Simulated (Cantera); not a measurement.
N2O furnace oxynitridation

An isothermal, constant-pressure homogeneous reactor starts with N2O : O2 = 1 : 2.3 (molar parts), at 1075 K and 110000 Pa.

Detailed kinetics in Cantera: GRI-Mech 3.0 (53 species, 325 reactions). GRI-Mech 3.0 was tuned for natural gas; its chemistry of N2O as a main component is partial and can be far from experiment. The mechanism lacks the step 2 NO + O2 → 2 NO2, which can matter for NO2 below about 1400 K. The temperature is held fixed by assumption; the heat of reaction is taken as removed at once.

```
t (s)      x N2O   x O2      x NO     x NO2      x O
--------  ------  -----  --------  --------  -------
9.00e-5    0.303  0.697   5.12e-8    <1e-12  1.84e-7
0.000287   0.303  0.697   2.11e-7  4.56e-12  1.92e-7
0.000916   0.303  0.697   7.24e-7  5.36e-11  1.92e-7
0.00292    0.303  0.697   2.36e-6  5.67e-10  1.92e-7
0.00932    0.303  0.697   7.57e-6   5.72e-9  1.92e-7
0.0297     0.303  0.697   2.41e-5   5.44e-8  1.92e-7
0.0949     0.302  0.697   7.66e-5   4.51e-7  1.91e-7
0.303      0.298  0.697  0.000241   2.71e-6  1.90e-7
0.965      0.289  0.698  0.000742   1.08e-5  1.85e-7
3.08       0.260  0.702   0.00215   3.39e-5  1.71e-7
9.83       0.193  0.709   0.00525   8.51e-5  1.37e-7
31.3      0.0877  0.721   0.00905  0.000151  7.65e-8
100       0.0135  0.730    0.0104  0.000205  1.60e-8
```
x: mole fraction; the columns are a selection and need not sum to one.

Equilibrium at this temperature and pressure: N2O 3.41e-9, O2 0.737, NO 7.33e-5, NO2 4.75e-6, O 1.08e-9 (gas phase only).
